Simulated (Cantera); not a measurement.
A freely propagating, adiabatic, planar premixed flame of 45.3 % H2, 9.42 % O2, 45.3 % N2, unburnt at 700 K and 3830 Torr; mixture-averaged transport, grid criteria slope 0.08 and curve 0.16, no radiation.

Cantera simulation using the H2/O2 subset of GRI-Mech 3.0, which has no nitrogen chemistry; the numbers are that mechanism's predictions, not measurements. The hydrogen kinetics of GRI-Mech 3.0 are dated; newer H2 mechanisms differ, most at raised pressure. Burning velocities carry a grid error of a few per cent, more on coarse grids.

Problem. Predict: laminar burning velocity; thermal thickness; peak x(O); peak x(OH); peak x(H2O2).

Solution. 
```
Quantity                     Result
------------------------  ---------
laminar burning velocity   957 cm/s
thermal thickness         0.0642 mm
peak x(O)                   0.00159
peak x(OH)                  0.00234
peak x(H2O2)                2.58e-5
```
